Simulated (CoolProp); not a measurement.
Vapour-liquid equilibrium of R22 (1) + R11 (2) at 17.05 °C; x and y are mole fractions of (1).

Model: multi-fluid Helmholtz-energy mixture model, Kamei 1995 and Jacobsen 1992; pair parameters Bell 2016, in CoolProp.

| x | bubble pressure, mixture model (kPa) | bubble pressure, Raoult's law (kPa) | y, mixture model | y, Raoult's law |
|---|---|---|---|---|
| 0.05 | 136.9 | 117.4 | 0.435 | 0.357 |
| 0.2 | 281.6 | 231.1 | … | 0.725 |
| 0.35 | 397.6 | 344.7 | 0.844 | 0.850 |
| 0.5 | 498.0 | 458.4 | … | 0.913 |
| 0.65 | … | 572.1 | 0.929 | 0.951 |
| 0.8 | 690.6 | 685.7 | 0.960 | 0.977 |
| 0.95 | 798.1 | 799.4 | 0.990 | 0.995 |

Question: Some entries are withheld; supply them.

Answer: 
- 0.2, y, mixture model: 0.752
- 0.5, y, mixture model: 0.894
- 0.65, bubble pressure, mixture model (kPa): 592.9

The largest gap from Raoult's law is +21.9 % in bubble pressure, at x = 0.2. No azeotrope shows between x = 0.05 and 0.95.

Pair parameters are fitted to limited data, so mixtures are less certain than the pure fluids.
